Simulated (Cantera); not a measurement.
Premixed flame

A freely propagating, adiabatic, planar premixed flame of 37.1 % H2, 13.2 % O2, 49.7 % N2, unburnt at 400 K and 683 Torr; mixture-averaged transport, grid criteria slope 0.08 and curve 0.16, no radiation.

Cantera simulation using the H2/O2 subset of GRI-Mech 3.0, which has no nitrogen chemistry; the numbers are that mechanism's predictions, not measurements. Burning velocities carry a grid error of a few per cent, more on coarse grids.

```json
[
 {"z (mm)": "-1.29", "T (K)": "400", "u (m/s)": "4.59", "x H2": "0.371", "x O2": "0.132", "x H": "<1e-8", "x OH": "<1e-8", "x H2O": "<1e-8", "x H2O2": "<1e-8"},
 {"z (mm)": "-0.862", "T (K)": "400", "u (m/s)": "4.59", "x H2": "0.371", "x O2": "0.132", "x H": "<1e-8", "x OH": "<1e-8", "x H2O": "<1e-8", "x H2O2": "<1e-8"},
 {"z (mm)": "-0.646", "T (K)": "400", "u (m/s)": "4.59", "x H2": "0.371", "x O2": "0.132", "x H": "<1e-8", "x OH": "<1e-8", "x H2O": "<1e-8", "x H2O2": "<1e-8"},
 {"z (mm)": "-0.431", "T (K)": "400", "u (m/s)": "4.59", "x H2": "0.371", "x O2": "0.132", "x H": "<1e-8", "x OH": "<1e-8", "x H2O": "7.84e-8", "x H2O2": "<1e-8"},
 {"z (mm)": "-0.215", "T (K)": "411", "u (m/s)": "4.69", "x H2": "0.367", "x O2": "0.133", "x H": "8.95e-6", "x OH": "1.06e-5", "x H2O": "0.000199", "x H2O2": "4.01e-6"},
 {"z (mm)": "-0.108", "T (K)": "669", "u (m/s)": "7.43", "x H2": "0.333", "x O2": "0.128", "x H": "0.00459", "x OH": "0.00107", "x H2O": "0.0188", "x H2O2": "6.51e-5"},
 {"z (mm)": "0", "T (K)": "1143", "u (m/s)": "12.3", "x H2": "0.235", "x O2": "0.0937", "x H": "0.0372", "x OH": "0.00234", "x H2O": "0.0990", "x H2O2": "6.04e-6"},
 {"z (mm)": "0.108", "T (K)": "1469", "u (m/s)": "15.6", "x H2": "0.135", "x O2": "0.0347", "x H": "0.0712", "x OH": "0.00645", "x H2O": "0.208", "x H2O2": "2.37e-6"},
 {"z (mm)": "0.215", "T (K)": "1619", "u (m/s)": "17.0", "x H2": "0.105", "x O2": "0.0127", "x H": "0.0766", "x OH": "0.00877", "x H2O": "0.249", "x H2O2": "1.53e-6"},
 {"z (mm)": "0.431", "T (K)": "1764", "u (m/s)": "18.4", "x H2": "0.102", "x O2": "0.00638", "x H": "0.0663", "x OH": "0.0104", "x H2O": "0.263", "x H2O2": "8.63e-7"},
 {"z (mm)": "0.862", "T (K)": "1907", "u (m/s)": "19.7", "x H2": "0.106", "x O2": "0.00448", "x H": "0.0516", "x OH": "0.0109", "x H2O": "0.271", "x H2O2": "4.51e-7"},
 {"z (mm)": "1.72", "T (K)": "2044", "u (m/s)": "20.9", "x H2": "0.110", "x O2": "0.00282", "x H": "0.0376", "x OH": "0.0103", "x H2O": "0.279", "x H2O2": "2.37e-7"},
 {"z (mm)": "3.45", "T (K)": "2162", "u (m/s)": "21.9", "x H2": "0.113", "x O2": "0.00152", "x H": "0.0258", "x OH": "0.00862", "x H2O": "0.287", "x H2O2": "1.30e-7"}
]
```
x: mole fraction of selected species; z is measured from the peak of heat release.

| Quantity | Value |
|---|---|
| laminar burning velocity | 459 cm/s |
| thermal thickness | 0.431 mm |
| peak x(H) | 0.0769 |
| peak x(OH) | 0.0109 |
| peak x(H2O2) | 6.70e-5 |
| grid points | 118 |
